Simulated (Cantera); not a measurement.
Gas mixture: 52.8 % CO2, 47.2 % N2O, at 0.450 bar, frozen composition.

Cantera's kinetic-theory transport with the Lennard-Jones parameters of GRI-Mech 3.0, ideal gas; thermal conductivity in the multicomponent form.

One state of this run: ρ (kg/m³) = 0.298; cp (J/kg/K) = 1180; μ (µPa s) = 34.5; λ (mW/m/K) = 55.1; Pr = 0.737; D (cm²/s) N2 = 2.00; D (cm²/s) NH3 = 2.35; D (cm²/s) C2H2 = 1.66. D: mixture-averaged diffusion coefficient of that species in the mixture.

Which value of T (K) does it belong to?
(A) 700
(B) 800
(C) 600
(D) 500

B, 800
